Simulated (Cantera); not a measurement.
Charge: 1 mol AlCl₃, 2.5 mol O₂, 130 mol N₂, 0.25 mol NH₃, at 0.00390 bar.

Cantera equilibrium calculation (NASA polynomials, part measured and part estimated; ideal gas, pure solids and liquids). Candidate condensed phases: Al, AlCl₃, AlN, Al₂O₃, H₂O, NH₄Cl; 45 gas species. Condensed phases not in the tables: AlOCl. Kinetics and transport are ignored.

x: gas mole fraction; n: condensed amount in mol.

```csv
T (K),x N₂,x Cl,x O₂,x Cl₂,x HCl,x NO,n Al₂O₃(s)
798,0.973,1.31e-5,0.0131,0.00846,0.00550,5.36e-7,0.500
948,0.973,0.000250,0.0131,0.00830,0.00558,4.74e-6,0.500
1098,0.972,[?],0.0131,[?],0.00559,[?],0.500
1248,0.969,0.00808,0.0130,0.00434,0.00558,7.67e-5,0.500
1398,0.966,0.0146,0.0129,0.00106,0.00555,0.000196,0.500
1548,0.965,0.0164,0.0127,0.000165,0.00549,0.000419,0.500
1698,0.964,0.0169,0.0125,[?],0.00531,[?],0.500
1848,0.964,0.0173,0.0120,7.55e-6,0.00490,0.00129,0.500
```

Q: Fill in the missing entries.

A: 
- 1698, x Cl₂: 3.07e-5
- 1698, x NO: 0.000776
- 1098, x Cl: 0.00203
- 1098, x Cl₂: 0.00739
- 1098, x NO: 2.31e-5
